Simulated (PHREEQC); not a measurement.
Dissolve 1.4 mmol/kgw KH2PO4 and 9.3 mmol/kgw HF at 25 °C. Closed to the air; pH follows from the charge balance.

The numbers come from PHREEQC with the ion-association model, phreeqc.dat.

Precipitation was switched off in this run.

Problem. Order these F species by the share of F that they hold, largest first: F-, HF2-, HF.

Solution. HF (73 %), F- (26 %), HF2- (1.3 %)

The pH is 2.69 and the ionic strength 0.00355 mol/kgw. Complexes and solids missing from the database can't appear.
